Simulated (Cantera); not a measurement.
Input: 1 mol c-C4F8, 0.11 mol H2, equilibrated at 45.0 Pa.

Method: chemical equilibrium by Gibbs-energy minimisation in Cantera with the NASA 1993 tables (ideal gas, pure condensed phases). Candidate condensed phases: C, C6H6, C7H8, C8H18; 95 gas species. The feed counts by its element totals alone. Equilibrium is a limit: real reactors are often held back by kinetics, nucleation or transport.

x: gas mole fraction; nothing condenses.

| T (K) | x F | x C | x C3 | x CF | x C2 | x H | x HF |
|---|---|---|---|---|---|---|---|
| 3050 | 0.759 | 0.0744 | 0.0828 | 0.0402 | 0.0205 | 0.00895 | 0.0134 |
| 3100 | 0.750 | 0.0950 | 0.0737 | 0.0356 | 0.0227 | 0.0109 | 0.0110 |
| 3150 | 0.740 | 0.119 | 0.0634 | 0.0312 | 0.0244 | 0.0127 | 0.00877 |
| 3200 | 0.728 | ? | ? | ? | 0.0254 | 0.0142 | ? |
| 3250 | 0.716 | ? | ? | ? | 0.0255 | 0.0153 | ? |
| 3300 | 0.703 | 0.203 | 0.0306 | 0.0192 | 0.0245 | 0.0162 | 0.00378 |
| 3350 | 0.691 | 0.229 | 0.0215 | 0.0158 | 0.0225 | 0.0167 | 0.00278 |
| 3400 | 0.681 | 0.253 | 0.0142 | 0.0128 | 0.0198 | 0.0171 | 0.00204 |
| 3450 | 0.673 | 0.272 | 0.00887 | 0.0102 | 0.0168 | 0.0173 | 0.00150 |

### Question
Complete the blanks.

### Answer

- 3200, x C: 0.146
- 3200, x C3: 0.0523
- 3200, x CF: 0.0270
- 3200, x HF: 0.00677
- 3250, x C: 0.174
- 3250, x C3: 0.0412
- 3250, x CF: 0.0230
- 3250, x HF: 0.00510
